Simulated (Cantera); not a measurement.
## Ignition delay

Mixture: CO : H₂ : O₂ : N₂ = 1 : 0.15 : 0.788 : 2.96 (molar parts), equivalence ratio 0.73, at 5.00 bar, adiabatic and at constant pressure. Ignition delay is the time to a rise of 400 K.

Detailed kinetics in Cantera: GRI-Mech 3.0 (53 species, 325 reactions). The hydrogen kinetics of GRI-Mech 3.0 are dated; newer H2 mechanisms differ, most at raised pressure. Below about 950 K walls govern HO2 and H2O2 in real vessels.

```csv
T0 (K),delay (ms)
850,408
925,35.1
1000,3.98
1075,0.458
1150,0.0711
1225,0.0291
1300,0.0180
```
